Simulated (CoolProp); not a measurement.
Vapour-liquid equilibrium of diethyl ether (1) + ethanol (2) at 131.85 °C; x and y are mole fractions of (1).

The numbers come from the multi-fluid Helmholtz-energy mixture model, Thol 2014 and Schroeder 2014; pair parameters Bell 2016 in CoolProp.

```
x      bubble pressure (kPa)  y at the bubble point  dew pressure at overall composition x (kPa)  liquid density (mol/L)
-----  ---------------------  ---------------------  -------------------------------------------  ----------------------
0.05                   677.7                  0.140                                        628.8                   14.09
0.125                  776.8                  0.291                                        669.1                   13.30
0.2                    863.0                  0.400                                        714.3                   12.56
0.275                  936.9                      ?                                        765.0                   11.88
0.35                    1000                  0.548                                        821.7                   11.25
0.425                   1054                      ?                                        884.8                   10.66
0.5                     1101                  0.652                                        953.8                       ?
0.575                   1142                  0.697                                         1027                   9.628
0.65                       ?                  0.742                                         1099                   9.169
0.725                   1209                  0.788                                         1165                   8.747
0.8                     1236                  0.838                                         1216                   8.361
0.875                   1257                  0.892                                         1251                   8.009
0.95                    1271                  0.954                                         1270                   7.689
```

**Question.** Fill in the missing entries.

**Answer.** 
- 0.275, y at the bubble point: 0.482
- 0.425, y at the bubble point: 0.603
- 0.5, liquid density (mol/L): 10.13
- 0.65, bubble pressure (kPa): 1178

No azeotrope shows between x = 0.05 and 0.95.

The pair parameters rest on a limited set of measurements; away from them the model extrapolates.
